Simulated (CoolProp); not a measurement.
Vapour-liquid equilibrium of R13 (1) + propylene (2) at -89.55 °C; x and y are mole fractions of (1).

Values from CoolProp's multi-fluid Helmholtz-energy mixture model, Platzer 1990 and Lemmon 2013; pair parameters Bell 2016. This equation is an older, rougher fit; its heat capacities, sound speeds and derivatives of the liquid may be far off and weren't checked against measurements.

Problem. Give the bubble pressure and the first vapour's composition at x = 0.2, 0.275, 0.95. Is there an azeotrope?

Solution. x = 0.2: 31.56 kPa, y = 0.758; x = 0.275: 36.79 kPa, y = 0.805; x = 0.95: 62.26 kPa, y = 0.981. No azeotrope shows between x = 0.05 and 0.95.

The pair parameters rest on a limited set of measurements; away from them the model extrapolates. With so large a gap from Raoult's law the liquid may split in two, which this calculation doesn't test in full.
